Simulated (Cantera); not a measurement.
Input: 1 mol SiCl4, 0.56 mol CH4, 32 mol H2, equilibrated at 5.40 mbar.

Method: chemical equilibrium by Gibbs-energy minimisation in Cantera with the NASA 1993 tables (ideal gas, pure condensed phases). Candidate condensed phases: C, C6H6, C7H8, C8H18, Si, SiC; 109 gas species. The tables' values for SiCl, SiCl3 are old estimates; treat these amounts as uncertain. Gases not in the tables: Si2H6 and higher silanes. Equilibrium is a limit: real reactors are often held back by kinetics, nucleation or transport. All values below are at 2000 K.

Base state: H2 0.872, HCl 0.0928, H 0.0207, SiCl2 0.00855, Si 0.00291, Cl 0.00164, SiCl 0.000633, SiH 0.000136 (mole fractions); condensed: SiC(s).

Q: What changes in the equilibrium state with this change: SiCl4 replaced by (CH3)2SiCl2?

A: 
| species | before | after |
|---|---|---|
| H2 | 0.872 | 0.925 |
| HCl | 0.0928 | 0.0516 |
| H | 0.0207 | 0.0213 |
| SiCl2 | 0.00855 | 0.000378 |
| Si | 0.00291 | 0.000442 |
| C2H2 (acetylene) | 1.54e-5 | 0.000710 |
| Si2 | 1.09e-5 | 2.51e-7 |
| SiCl3 | 1.43e-5 | 3.42e-7 |
| SiCl | 0.000633 | 5.18e-5 |
| Si2C | 7.99e-5 | 1.21e-5 |
| SiC(s), mol | 0.556 | 0.965 |
| C(graphite), mol | 0 | 1.54 |
The feed counts by its element totals alone. The tables' values for SiCl are old estimates; treat these amounts as uncertain.
